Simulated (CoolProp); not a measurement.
R115 along the isotherm 500 K: fugacity coefficient from the reference equation and from simpler models built on Tc = 353.1 K, pc = 3.129 MPa, ω = 0.248; each cubic takes its own stable root.

Computed with CoolProp (reference Helmholtz-energy equation of state, Lemmon 2016).

| p (MPa) | phase | reference |
|---|---|---|
| 0.099 | gas | 0.9970 |
| 0.145 | gas | 0.9957 |
| 0.213 | gas | 0.9936 |
| 0.313 | gas | 0.9907 |
| 0.459 | gas | 0.9863 |
| 0.674 | gas | 0.9800 |
| 0.99 | gas | 0.9708 |
| 1.45 | gas | 0.9575 |
| 2.13 | gas | 0.9383 |
| 3.13 | supercritical | 0.9109 |
| 4.59 | supercritical | 0.8729 |
| 6.74 | supercritical | 0.8222 |
| 9.9 | supercritical | 0.7621 |
| 14.5 | supercritical | 0.7066 |
| 21.3 | supercritical | 0.6759 |
| 31.3 | supercritical | 0.6941 |

**Question.** How far does each simpler model (van der Waals, Soave-Redlich-Kwong, Peng-Robinson) lie from the reference over these 16 states: mean and median of the absolute difference, and the worst?

**Answer.** 
- van der Waals: mean 4.0 %, median 1.7 %, worst -12.4 % at 500 K and 14.5 MPa
- Soave-Redlich-Kwong: mean 2.2 %, median 0.4 %, worst +9.5 % at 500 K and 31.3 MPa
- Peng-Robinson: mean 1.2 %, median 1.0 %, worst -4.5 % at 500 K and 31.3 MPa
